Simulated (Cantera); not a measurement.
Feed: 1 mol B, 8.9 mol H₂, at 2048.15 K and 1.00 bar.

Method: chemical equilibrium by Gibbs-energy minimisation in Cantera with the NASA 1993 tables (ideal gas, pure condensed phases). The tables' values for BH₂ are old estimates; treat these amounts as uncertain. Gases not in the tables: B₂H₆ and higher boranes. The numbers say what is thermodynamically allowed, not how fast it happens.

| species | before | after |
|---|---|---|
| H₂ | 0.997 | 1.000 |
| BH₃ | 4.03e-5 | 5.25e-7 |
| BH₂ | 0.000611 | 5.27e-8 |
| H | 0.00224 | 4.27e-8 |
| B(s), mol | 0.994 | 1.000 |
Gas species are given as mole fractions.

Which change was made?
(A) temperature from 2048.15 K to 1123.15 K
(B) pressure from 1.00 bar to 0.133 bar
(C) temperature from 2048.15 K to 2473 K
(D) pressure from 1.00 bar to 0.00330 bar

A, temperature from 2048.15 K to 1123.15 K
